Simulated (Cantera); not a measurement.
Adiabatic ignition

An adiabatic, constant-volume homogeneous reactor starts with 18.2 % CO, 4.54 % H₂, 0.981 % CH₄, 16.0 % O₂, 60.3 % N₂, at 1725 K and 9.10 bar.

Cantera simulation using GRI-Mech 3.0 (53 species, 325 reactions); the numbers are that mechanism's predictions, not measurements. Above 3000 K some thermodynamic fits are extrapolated.

| t (s) | T (K) | P (bar) | x CO | x H₂ | x CH₄ | x N₂O | x C₂H₂ | x HO₂ |
|---|---|---|---|---|---|---|---|---|
| 3.00e-6 | 2500 | 12.8 | 0.117 | 0.00641 | <1e-12 | 1.86e-6 | <1e-12 | 4.50e-5 |
| 1.39e-5 | 3122 | 15.4 | 0.0732 | 0.00396 | <1e-12 | 4.19e-6 | <1e-12 | 2.86e-5 |
| 6.46e-5 | 3105 | 15.3 | 0.0728 | 0.00399 | <1e-12 | 4.43e-6 | <1e-12 | 2.56e-5 |
| 0.000300 | 3098 | 15.2 | 0.0728 | 0.00401 | <1e-12 | 4.61e-6 | <1e-12 | 2.45e-5 |
| 0.00139 | 3098 | 15.2 | 0.0728 | 0.00401 | <1e-12 | 4.61e-6 | <1e-12 | 2.45e-5 |
| 0.00646 | 3098 | 15.2 | 0.0728 | 0.00401 | <1e-12 | 4.61e-6 | <1e-12 | 2.45e-5 |
| 0.0300 | 3098 | 15.2 | 0.0728 | 0.00401 | <1e-12 | 4.61e-6 | <1e-12 | 2.45e-5 |
| 0.139 | 3098 | 15.2 | 0.0728 | 0.00401 | <1e-12 | 4.61e-6 | <1e-12 | 2.45e-5 |
| 0.646 | 3098 | 15.2 | 0.0728 | 0.00401 | <1e-12 | 4.61e-6 | <1e-12 | 2.45e-5 |
| 3.00 | 3098 | 15.2 | 0.0728 | 0.00401 | <1e-12 | 4.61e-6 | <1e-12 | 2.45e-5 |
x: mole fraction; the columns are a selection and need not sum to one.

```json
{
  "time_of_steepest_temperature_rise": "1.78 µs",
  "temperature at 3.00 s": "3098 K",
  "equilibrium_temperature": "3098 K",
  "x(CO) at 3.00 s": "0.0728 (gas-phase equilibrium 0.0728)",
  "x(H₂) at 3.00 s": "0.00401 (gas-phase equilibrium 0.00401)",
  "x(CH₄) at 3.00 s": "<1e-12 (gas-phase equilibrium <1e-12)"
}
```
